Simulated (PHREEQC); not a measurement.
PHREEQC input (ion-association model, phreeqc.dat):

```
SOLUTION 0
  temp 25
  units mmol/kgw
  pH 7 charge
  Cl 48.01
  Zn 24
  O(0) 1 O2(g) -0.68
SOLUTION 1-30
  temp 25
  units mmol/kgw
  pH 7 charge
  Cl 97.81
  Cd 39
  Ba 9.9
  O(0) 1 O2(g) -0.68
END
EXCHANGE 1-30
  X 0.062
  -equilibrate 1
END
SELECTED_OUTPUT 1
  -reset false
  -pH true
  -pe true
  -ionic_strength true
  -water true
  -step true
  -totals Ba Cd Cl Zn
  -molalities CdX2 BaX2 ZnX2
  -saturation_indices Zn(OH)2(e) Cd(OH)2
PRINT
  -reset false
TRANSPORT
  -cells 30
  -shifts 150
  -lengths 0.0333333
  -time_step 720
  -dispersivities 0.08
  -boundary_conditions flux flux
  -correct_disp true
  -punch_cells 30
  -punch_frequency 5
END
```

Selected output (columns that matter, 16 of 31 rows; pore volumes added in front):

```
pore volumes	pH	mu	Ba	Cd	Cl	Zn	m_CdX2	m_BaX2	m_ZnX2	si_Zn(OH)2(e)	si_Cd(OH)2
0	5.0418	0.085185	0.0099	0.039	0.09781	0	0.013863	0.017137	0	-1000	-5.9633
0.35	5.0419	0.085058	0.0098885	0.038917	0.097621	5.9522e-09	0.013863	0.017137	7.4704e-09	-10.076	-5.9635
0.6833	5.044	0.078145	0.0093011	0.034296	0.087269	3.1703e-05	0.013765	0.017192	4.2623e-05	-6.3315	-5.9794
1.0167	5.0466	0.065904	0.0085263	0.025064	0.068306	0.00055774	0.012551	0.017605	0.00084469	-5.0547	-6.0407
1.35	5.0433	0.060299	0.0085399	0.017014	0.056281	0.0025815	0.0092173	0.017814	0.0039691	-4.382	-6.1744
1.6833	5.0329	0.06131	0.0085205	0.010459	0.051018	0.0065244	0.0053034	0.01642	0.0092764	-4.0018	-6.4029
2.0167	5.0199	0.0644	0.0076428	0.0057306	0.049043	0.011143	0.0026669	0.013655	0.014678	-3.8021	-6.7008
2.35	5.0088	0.066866	0.0062117	0.0029125	0.048354	0.015048	0.0012887	0.01067	0.019042	-3.699	-7.0266
2.6833	5.0007	0.068297	0.0047548	0.0014257	0.048123	0.017876	0.00061836	0.0080624	0.022319	-3.6433	-7.3586
3.0167	4.9952	0.069015	0.0035207	0.00068593	0.048047	0.019812	0.00029646	0.0059705	0.024733	-3.6112	-7.6903
3.35	4.9914	0.069344	0.0025575	0.0003274	0.048022	0.021121	0.00014198	0.0043592	0.026499	-3.5916	-8.0204
3.6833	4.9889	0.06948	0.0018354	0.00015567	0.048014	0.022011	6.7874e-05	0.0031477	0.027784	-3.5791	-8.349
4.0167	4.9871	0.069527	0.0013061	7.3856e-05	0.048011	0.022621	3.2376e-05	0.0022526	0.028715	-3.5709	-8.6765
4.35	4.9859	0.069537	0.00092336	3.4994e-05	0.04801	0.023042	1.541e-05	0.0015999	0.029385	-3.5653	-9.0034
4.6833	4.985	0.069532	0.0006494	1.6565e-05	0.04801	0.023334	7.3206e-06	0.0011292	0.029863	-3.5615	-9.3299
5.0167	4.9844	0.069523	0.00045475	7.8352e-06	0.04801	0.023537	3.472e-06	0.00079283	0.030204	-3.559	-9.6562
```
